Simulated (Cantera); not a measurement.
Feed: 1 mol NaOH, 0.99 mol H2, 0.012 mol CO2, at 1648 K.

Equilibrium computed with Cantera from the NASA thermochemical tables; the gas is ideal and each condensed phase is pure. Candidate condensed phases: C, C6H6, C7H8, C8H18, H2O, Na, NaOH, NaO2, Na2CO3, Na2O, Na2O2; 117 gas species. Kinetics and transport are ignored.

x: gas mole fraction; n: condensed amount in mol.

```tsv
P (Pa)	x H2	x H2O	x Na	x NaOH	n NaOH(l)
10	0.192	0.399	0.397	0.00280	0
52	0.196	0.397	0.394	0.00627	0
270	0.201	0.391	0.388	?	0
1400	0.210	0.380	0.376	0.0287	0
7200	0.226	0.358	0.355	0.0558	0
37000	?	?	?	?	0
190000	0.285	0.281	0.272	0.153	0
1000000	0.752	0.109	0.0961	0.0298	0.841
```

Question: Some entries are withheld; supply them.

Answer: 
- 37000, x H2: 0.251
- 37000, x H2O: 0.325
- 37000, x Na: 0.320
- 37000, x NaOH: 0.0981
- 270, x NaOH: 0.0137
